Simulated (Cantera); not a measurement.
A Cantera script and what it prints.

```python
import numpy as np
import cantera as ct

gas_names = """
    CL CL2 H HCL H2 Si SiCL SiCL2 SiCL3 SiCL4 SiH SiHCL3 SiH2 SiH2CL2 SiH3 SiH3CL SiH4 Si2 Si3
""".split()
cond_names = """
    Si(cr) Si(L)
""".split()


# ... load() reads the species with a 1 bar reference pressure and builds the phases ...
atoms = {
    'Si2H6': {'Si': 2, 'H': 6},
    'Cl2': {'CL': 2},
    'H2': {'H': 2},
}
top_T = {}  # K; cautious upper limits of use, not melting points


# ... equilibrate(T, P, feed) seeds the gas with the atoms and calls Mixture.equilibrate('TP', solver="vcs", rtol=1e-11, max_steps=5000) ...
results = []
feed = {'Si2H6': 1, 'Cl2': 0.39, 'H2': 590}  # mol
T = 875  # K
P = 590  # Pa
mix = equilibrate(T, P, feed)
results.append((T, P, feed, dict(zip(mix.species_names, mix.species_moles))))
print(gas.report(threshold=1e-05))
for i in range(1, mix.n_phases):
    print(f"{mix.phase(i).name:16s} {mix.phase_moles(i):12.5e} mol")
```

Result:

```
       temperature   875 K
          pressure   590 Pa
           density   0.00016723 kg/m^3
  mean mol. weight   2.0621 kg/kmol
   phase of matter   gas

                          1 kg             1 kmol
                     ---------------   ---------------
          enthalpy        8.1484e+06        1.6803e+07  J
   internal energy        4.6204e+06        9.5277e+06  J
           entropy             99441        2.0506e+05  J/K
    Gibbs function       -7.8862e+07       -1.6262e+08  J
 heat capacity c_p             14494             29888  J/K
 heat capacity c_v             10462             21574  J/K

                      mass frac. Y      mole frac. X     chem. pot. / RT
                     ---------------   ---------------   ---------------
               HCL          0.021719         0.0012285           -48.474
                H2           0.97642           0.99874           -22.318
            SiHCL3        0.00094923        1.4452e-05            -126.5
     [  +16 minor]        0.00091367        1.3013e-05

Si(cr)            1.98370e+00 mol
```

Equilibrium computed with Cantera from the NASA thermochemical tables; the gas is ideal and each condensed phase is pure. The feed counts by its element totals alone.
